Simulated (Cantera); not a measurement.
**Low-pressure radical oxidation in H2/O2**

A perfectly stirred reactor is fed with 11.5 % H2, 88.5 % O2, equivalence ratio 0.065, at 12.0 Torr; it is held at 1250 K, and followed from long to short residence time.

Detailed kinetics in Cantera: GRI-Mech 3.0 (53 species, 325 reactions). Radical loss at walls, strong at low pressure, is not modelled. The temperature is held fixed by assumption; the heat of reaction is taken as removed at once.

```csv
τ (s),x H2,x O2,x H,x H2O,x O
1.3,0.000271,0.875,0.000247,0.121,0.00250
0.52,0.000481,0.872,0.000605,0.120,0.00453
0.21,0.000835,0.868,0.00144,0.118,0.00802
0.082,0.00145,0.861,0.00338,0.115,0.0140
0.033,0.00240,0.851,0.00713,0.111,0.0228
0.013,0.00386,0.838,0.0133,0.104,0.0338
0.0051,0.00613,0.826,0.0205,0.0965,0.0429
0.0020,0.0103,0.820,0.0262,0.0879,0.0459
```
x: mole fraction; the columns are a selection and need not sum to one.
